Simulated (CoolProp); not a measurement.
Computed with CoolProp (reference Helmholtz-energy equation of state, Rui 2013).

Give the vapour pressure (MPa), liquid density (kg/m³), vapour Z, vapour viscosity (µPa s) of saturated R236EA at 12.85, 36.55, 107.65 °C.


```csv
T (°C),p (MPa),liquid density (kg/m³),vapour Z,vapour viscosity (µPa s)
12.85,0.132,1460,0.947,10.4
36.55,0.303,1390,0.905,11.2
107.65,1.85,1080,0.656,15.1
```

Viscosity comes from a separate model (Huber 2003), an estimate that may be off by 10 % or more.
